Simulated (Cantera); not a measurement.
What does this Cantera script print?

```python
import numpy as np
import cantera as ct

gas_names = """
    AL ALN AL2 N N2
""".split()
cond_names = """
    AL(cr) AL(L) ALN(s)
""".split()


def load(file, names, dense=False):
    # The tables refer to 1 bar. Condensed volumes are neglected.
    table = {s.name: s for s in ct.Species.list_from_file(file)}
    out = []
    for n in names:
        d = dict(table[n].input_data)
        d["thermo"] = dict(d["thermo"], **{"reference-pressure": 1e5})
        if dense:
            d["equation-of-state"] = {"model": "constant-volume", "density": "1e6 g/cm^3"}
        out.append(ct.Species.from_dict(d))
    return out


gas = ct.Solution(thermo="ideal-gas", species=load("nasa_gas.yaml", gas_names))
cond = {s.name: ct.Solution(thermo="fixed-stoichiometry", species=[s], name=s.name)
        for s in load("nasa_condensed.yaml", cond_names, dense=True)}
atoms = {
    'AlN': {'AL': 1, 'N': 1},
    'N2': {'N': 2},
}
top_T = {'ALN(s)': 2750}  # K; cautious upper limits of use, not melting points


def equilibrate(T, P, feed):
    n = {}
    for name, mol in feed.items():
        for a, k in atoms[name].items():
            n[a] = n.get(a, 0.0) + k * mol
    gas.TPX = T, P, n
    mass = sum(n.values()) * gas.mean_molecular_weight
    gas.equilibrate("TP")
    valid = [c for c in cond.values() if c.min_temp <= T <= top_T.get(c.name, c.max_temp)]
    mix = ct.Mixture([(gas, mass / gas.mean_molecular_weight)] + [(c, 0.0) for c in valid])
    mix.T, mix.P = T, P
    mix.equilibrate("TP", solver="vcs", rtol=1e-11, max_steps=5000)
    return mix


results = []
feed = {'AlN': 1, 'N2': 0.017}  # mol
P = 5.2  # Pa
for T in [1425, 1525, 1625, 1725, 1825, 1925, 2025, 2125, 2225, 2325, 2425, 2525, 2625, 2725]:
    mix = equilibrate(T, P, feed)
    results.append((T, P, feed, dict(zip(mix.species_names, mix.species_moles))))
    x = sorted(zip(gas.X, gas.species_names), reverse=True)
    print(f"T = {T:g} K  P = {P:g} Pa  gas = {mix.phase_moles(0):.4g} mol")
    print("   x: " + "  ".join(f"{s} {v:.3e}" for v, s in x if v > 1e-05))
    print("   condensed (mol): " + ("  ".join(f"{mix.phase(i).name} {mix.phase_moles(i):.4g}"
          for i in range(1, mix.n_phases) if mix.phase_moles(i) > 1e-12) or "none"))
```

Result:

```
T = 1425 K  P = 5.2 Pa  gas = 0.017 mol
   x: N2 1.000e+00  AL 1.119e-05
   condensed (mol): ALN(s) 1
T = 1525 K  P = 5.2 Pa  gas = 0.01701 mol
   x: N2 9.996e-01  AL 3.809e-04
   condensed (mol): ALN(s) 1
T = 1625 K  P = 5.2 Pa  gas = 0.01722 mol
   x: N2 9.916e-01  AL 8.381e-03
   condensed (mol): ALN(s) 0.9999
T = 1725 K  P = 5.2 Pa  gas = 0.02139 mol
   x: N2 8.631e-01  AL 1.369e-01
   condensed (mol): ALN(s) 0.9971
T = 1825 K  P = 5.2 Pa  gas = 1.517 mol
   x: AL 6.592e-01  N2 3.408e-01  AL2 1.872e-05
   condensed (mol): none
T = 1925 K  P = 5.2 Pa  gas = 1.517 mol
   x: AL 6.592e-01  N2 3.408e-01  AL2 1.035e-05
   condensed (mol): none
T = 2025 K  P = 5.2 Pa  gas = 1.517 mol
   x: AL 6.592e-01  N2 3.408e-01
   condensed (mol): none
T = 2125 K  P = 5.2 Pa  gas = 1.517 mol
   x: AL 6.592e-01  N2 3.408e-01
   condensed (mol): none
T = 2225 K  P = 5.2 Pa  gas = 1.517 mol
   x: AL 6.592e-01  N2 3.408e-01
   condensed (mol): none
T = 2325 K  P = 5.2 Pa  gas = 1.517 mol
   x: AL 6.592e-01  N2 3.408e-01
   condensed (mol): none
T = 2425 K  P = 5.2 Pa  gas = 1.517 mol
   x: AL 6.592e-01  N2 3.408e-01  N 1.156e-05
   condensed (mol): none
T = 2525 K  P = 5.2 Pa  gas = 1.517 mol
   x: AL 6.592e-01  N2 3.408e-01  N 2.976e-05
   condensed (mol): none
T = 2625 K  P = 5.2 Pa  gas = 1.517 mol
   x: AL 6.592e-01  N2 3.408e-01  N 7.129e-05
   condensed (mol): none
T = 2725 K  P = 5.2 Pa  gas = 1.517 mol
   x: AL 6.591e-01  N2 3.407e-01  N 1.602e-04
   condensed (mol): none
```

Cantera equilibrium calculation (NASA polynomials, part measured and part estimated; ideal gas, pure solids and liquids).
